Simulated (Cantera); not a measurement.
Charge: 1 mol Ta(OEt)5, 0.16 mol CO2, equilibrated at 2800 K and 0.0100 bar.

Equilibrium computed with Cantera from the NASA thermochemical tables; the gas is ideal and each condensed phase is pure. Candidate condensed phases: C, C6H6, C7H8, C8H18, H2O, Ta, TaC, Ta2O5; 113 gas species. The feed counts by its element totals alone. TaC: taken at fixed stoichiometry. Condensed phases not in the tables: Ta2C. Rates play no part.

Base state: H 0.451, H2 0.303, CO 0.230, C2H2 (acetylene) 0.0101, C3 0.00316, C2H 0.00190, C 0.000659, C2 0.000308 (mole fractions); condensed: C(graphite) + TaC(s).

Q: What changes in the equilibrium state with this change: 1.6 mol O2 added?

A: 
```csv
species,before,after
H,0.451,0.413
CO,0.230,0.320
H2,0.303,0.255
C2H2 (acetylene),0.0101,0.00665
C4H2,0.000141,7.20e-5
C5,3.02e-5,1.62e-5
C2H2 (vinylidene),1.94e-5,1.28e-5
C3,0.00316,0.00218
C2H,0.00190,0.00136
"C(graphite), mol",3.02,0
"TaC(s), mol",1.00,1.00
```

Q: What changes in the equilibrium state with this change: temperature from 2800 K to 1000 K?

A: 
```json
[
 {"species": "H2", "before": "0.303", "after": "0.815"},
 {"species": "CO", "before": "0.230", "after": "0.183"},
 {"species": "CH4", "before": "9.02e-8", "after": "0.000635"},
 {"species": "H", "before": "0.451", "after": "2.05e-8"},
 {"species": "C2H2 (acetylene)", "before": "0.0101", "after": "<1e-9"},
 {"species": "C3", "before": "0.00316", "after": "<1e-9"},
 {"species": "C2H", "before": "0.00190", "after": "<1e-9"},
 {"species": "C", "before": "0.000659", "after": "<1e-9"},
 {"species": "C2", "before": "0.000308", "after": "<1e-9"},
 {"species": "CO2", "before": "<1e-9", "after": "0.000191"},
 {"species": "C(graphite), mol", "before": "3.02", "after": "7.34"},
 {"species": "TaC(s), mol", "before": "1.00", "after": "0"},
 {"species": "Ta2O5(s), mol", "before": "0", "after": "0.500"}
]
```
